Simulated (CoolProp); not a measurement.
The numbers come from the reference Helmholtz-energy equation of state, Akasaka 2022 in CoolProp.

For R1233zd(E), give the phase and the Z, Joule-Thomson coefficient (K/MPa), fugacity coefficient at 397 K and 0.476 MPa; 430.1 K and 0.476 MPa; 436.8 K and 0.476 MPa.


- 397 K and 0.476 MPa: gas; Z 0.930, Joule-Thomson coefficient 14.1, fugacity coefficient 0.934
- 430.1 K and 0.476 MPa: gas; Z 0.948, Joule-Thomson coefficient 11.1, fugacity coefficient 0.950
- 436.8 K and 0.476 MPa: gas; Z 0.950, Joule-Thomson coefficient 10.6, fugacity coefficient 0.952
